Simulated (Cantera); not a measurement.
Input: 1 mol S, 2.1 mol H₂, 0.034 mol O₂, held at 0.00420 bar.

Method: chemical equilibrium by Gibbs-energy minimisation in Cantera with the NASA 1993 tables (ideal gas, pure condensed phases). Candidate condensed phases: H₂O, H₂SO₄, S; 34 gas species. Ions and electrons are included (thermal ionisation). Equilibrium is a limit: real reactors are often held back by kinetics, nucleation or transport.

log p: log10 of the partial pressure in bar; nothing condenses.

```tsv
T (K)	log p H	log p S	log p H₂	log p O	log p SH	log p SO	log p S₂
3000	-2.53	-3.09	-3.46	-4.49	-4.73	-4.74	-4.98
3500	-2.48	-3.10	-4.50	-4.28	-5.62	-5.88	-6.09
4000	-2.48	-3.10	…	-4.27	…	…	…
4500	-2.48	-3.10	…	-4.27	…	…	…
5000	-2.48	-3.10	-6.57	-4.27	-7.33	-8.28	-8.07
```

Task: Some entries are withheld; supply them.

Result: 
- 4000, log p H₂: -5.36
- 4000, log p SH: -6.33
- 4000, log p SO: -6.87
- 4000, log p S₂: -6.91
- 4500, log p H₂: -6.03
- 4500, log p SH: -6.89
- 4500, log p SO: -7.65
- 4500, log p S₂: -7.56
